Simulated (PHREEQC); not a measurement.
Solution (25 °C): 0.076 mol ZnSO4, 0.00025 mol NaOH and 0.0018 mol FeSO4 per kg of water. Closed to the air; pH follows from the charge balance.

All values are PHREEQC results (ion-association model, wateq4f.dat), not measurements.

Each row changes one thing in this solution. Precipitation was switched off in this run.

```json
[
 {"case": "as made", "pH": "7.04", "ionic strength (mol/kgw)": "0.156", "Zn+2 (mol/kgw)": "0.0378", "SO4-2 (mol/kgw)": "0.0314", "ZnSO4 (mol/kgw)": "0.0302", "Zn(SO4)2-2 (mol/kgw)": "0.00776", "SI of Zn(OH)2-a (Zn(OH)2)": "-0.25", "SI of Zincite(c) (ZnO)": "+1.06"},
 {"case": "diluted 2-fold with water", "pH": "6.95", "ionic strength (mol/kgw)": "0.0854", "Zn+2 (mol/kgw)": "0.0207", "SO4-2 (mol/kgw)": "0.0190", "ZnSO4 (mol/kgw)": "0.0149", "Zn(SO4)2-2 (mol/kgw)": "0.00236", "SI of Zn(OH)2-a (Zn(OH)2)": "-0.61", "SI of Zincite(c) (ZnO)": "+0.70"},
 {"case": "NaOH from 0.00025 to 0.000275 mol/kgw", "pH": "7.07", "ionic strength (mol/kgw)": "0.156", "Zn+2 (mol/kgw)": "0.0378", "SO4-2 (mol/kgw)": "0.0314", "ZnSO4 (mol/kgw)": "0.0302", "Zn(SO4)2-2 (mol/kgw)": "0.00776", "SI of Zn(OH)2-a (Zn(OH)2)": "-0.18", "SI of Zincite(c) (ZnO)": "+1.13"},
 {"case": "FeSO4 replaced by NiSO4 at the same molality", "pH": "7.04", "ionic strength (mol/kgw)": "0.156", "Zn+2 (mol/kgw)": "0.0378", "SO4-2 (mol/kgw)": "0.0314", "ZnSO4 (mol/kgw)": "0.0302", "Zn(SO4)2-2 (mol/kgw)": "0.00775", "SI of Zn(OH)2-a (Zn(OH)2)": "-0.25", "SI of Zincite(c) (ZnO)": "+1.06"},
 {"case": "NaOH replaced by Na3PO4 at the same molality", "pH": "7.13", "ionic strength (mol/kgw)": "0.157", "Zn+2 (mol/kgw)": "0.0378", "SO4-2 (mol/kgw)": "0.0314", "ZnSO4 (mol/kgw)": "0.0302", "Zn(SO4)2-2 (mol/kgw)": "0.00775", "SI of Zn(OH)2-a (Zn(OH)2)": "-0.06", "SI of Zincite(c) (ZnO)": "+1.25"}
]
```

Complexes and solids missing from the database can't appear. Some of these states are supersaturated (in Zn4(OH)6SO4, Zn(OH)2-e, Zn3(PO4)2:4w, for instance). H3PO4, which wateq4f.dat lacks, is added to it with the constant of phreeqc.dat. The database has no phosphate complexes of Zn.
